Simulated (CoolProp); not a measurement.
Aqueous ammonia as a coolant, 10 % by mass, freezing at -13.6 °C, 1 atm.

Values from CoolProp's Melinder's fits for secondary coolants.

```
T (°C)  viscosity (mPa s)  conductivity (W/(m K))  density (kg/m³)  Prandtl number
------  -----------------  ----------------------  ---------------  --------------
-10.5                2.95                   0.477            963.8            26.2
-2.5                 2.16                   0.492            962.9            18.6
5.5                  1.68                   0.506            961.4            14.0
13.5                 1.35                   0.519            959.5            10.9
21.5                 1.10                   0.533            957.0            8.63
29.5                0.886                   0.548            954.1            6.77
```
